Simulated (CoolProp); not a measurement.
Saturation properties of CHF3 (R23) (Tc = 299.3 K, pc = 4832 kPa, ω = 0.263).

Values from CoolProp's reference Helmholtz-energy equation of state, Penoncello 2003.

| T (K) | p (kPa) | enthalpy of vaporisation (kJ/kg) | liquid cp (kJ/(kg K)) | surface tension (mN/m) |
|---|---|---|---|---|
| 234.5 | 742.6 | 197.4 | 1.378 | 8.92 |
| 238.9 | 869.7 | … | 1.404 | 8.15 |
| 243.2 | 1009 | 186.7 | 1.432 | 7.42 |
| 247.5 | 1165 | 181.0 | 1.465 | 6.70 |
| 251.9 | 1342 | 174.8 | … | 5.98 |
| 256.2 | 1533 | 168.3 | 1.550 | 5.28 |
| 260.6 | 1750 | 161.2 | 1.605 | 4.59 |
| 264.9 | 1983 | 153.8 | 1.671 | 3.93 |
| 269.2 | 2239 | 145.7 | 1.755 | 3.30 |
| 273.6 | … | 136.7 | 1.866 | 2.68 |

Question: Some entries are withheld; supply them.

Answer: 
- 238.9, enthalpy of vaporisation (kJ/kg): 192.2
- 251.9, liquid cp (kJ/(kg K)): 1.504
- 273.6, p (kPa): 2525

It boils at 191.1 K under 1 atm.

Surface tension comes from a separate correlation (Mulero 2012).
